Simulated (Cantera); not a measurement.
Low-pressure radical oxidation in H2/O2

An isothermal, constant-pressure homogeneous reactor starts with H2 : O2 : N2 = 0.021 : 1 : 1.5 (molar parts), at 1323 K and 2670 Pa.

Cantera simulation using the H2/O2 subset of GRI-Mech 3.0, which has no nitrogen chemistry; the numbers are that mechanism's predictions, not measurements. Radical loss at walls, strong at low pressure, is not modelled.

| t (s) | x H2 | x O2 | x OH | x H2O | x O | x HO2 |
|---|---|---|---|---|---|---|
| 4.00e-5 | 0.00833 | 0.397 | 8.36e-10 | 7.50e-11 | 8.62e-10 | 2.00e-9 |
| 0.000190 | 0.00833 | 0.397 | 9.01e-9 | 4.20e-9 | 1.03e-8 | 9.53e-9 |
| 0.000906 | 0.00833 | 0.397 | 2.98e-7 | 4.10e-7 | 3.81e-7 | 4.63e-8 |
| 0.00431 | 0.000602 | 0.390 | 0.00145 | 0.00663 | 0.00573 | 1.14e-6 |
| 0.0205 | 5.69e-5 | 0.390 | 0.000824 | 0.00766 | 0.00580 | 7.94e-7 |
| 0.0976 | 3.03e-5 | 0.392 | 0.000603 | 0.00794 | 0.00300 | 5.92e-7 |
| 0.464 | 5.49e-6 | 0.394 | 0.000258 | 0.00822 | 0.000530 | 2.25e-7 |
| 2.21 | 4.52e-7 | 0.394 | 7.42e-5 | 0.00833 | 4.34e-5 | 3.68e-8 |
| 10.5 | 4.33e-8 | 0.394 | 2.31e-5 | 0.00835 | 4.17e-6 | 8.32e-9 |
| 50.0 | 1.13e-8 | 0.394 | 1.18e-5 | 0.00836 | 1.09e-6 | 8.56e-9 |
x: mole fraction; the columns are a selection and need not sum to one.

Equilibrium at this temperature and pressure: H2 1.06e-8, O2 0.394, OH 1.15e-5, H2O 0.00836, O 1.03e-6, HO2 8.69e-9 (gas phase only).
